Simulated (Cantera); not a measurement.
Charge: 1 mol Mg(OH)2, 1.6 mol H2, 0.12 mol O2, at 1748.15 K and 1 atm.

Cantera equilibrium calculation (NASA polynomials, part measured and part estimated; ideal gas, pure solids and liquids). Candidate condensed phases: H2O, Mg, MgO, Mg(OH)2; 15 gas species. The numbers say what is thermodynamically allowed, not how fast it happens.

Base state: H2 0.523, H2O 0.477, H 0.000164 (mole fractions); condensed: MgO(s).

**Question.** What changes in the equilibrium state with this change: 0.032 mol CH4 added?

**Answer.** 
| species | before | after |
|---|---|---|
| H2 | 0.523 | 0.542 |
| H2O | 0.477 | 0.446 |
| CO | 0 | 0.00967 |
| CO2 | 0 | 0.00220 |
| H | 0.000164 | 0.000167 |
| MgO(s), mol | 1.000 | 1.000 |
Further candidate phases: C, C6H6, C7H8, C8H18, MgCO3.
